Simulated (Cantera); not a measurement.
A freely propagating, adiabatic, planar premixed flame of 4.92 % CH4, 0.290 % C2H6, 0.433 % C3H8, 18.9 % O2, 70.8 % N2, 4.67 % CO2, equivalence ratio 0.69, unburnt at 623 K and 1.01 bar; mixture-averaged transport, grid criteria slope 0.08 and curve 0.16, no radiation.

Cantera simulation using GRI-Mech 3.0 (53 species, 325 reactions); the numbers are that mechanism's predictions, not measurements. Burning velocities carry a grid error of a few per cent, more on coarse grids.

Task: Predict: laminar burning velocity; thermal thickness; peak x(H); peak x(HO2).

Result: 
| Property | Result |
|---|---|
| laminar burning velocity | 75.8 cm/s |
| thermal thickness | 0.454 mm |
| peak x(H) | 0.00250 |
| peak x(HO2) | 0.000213 |
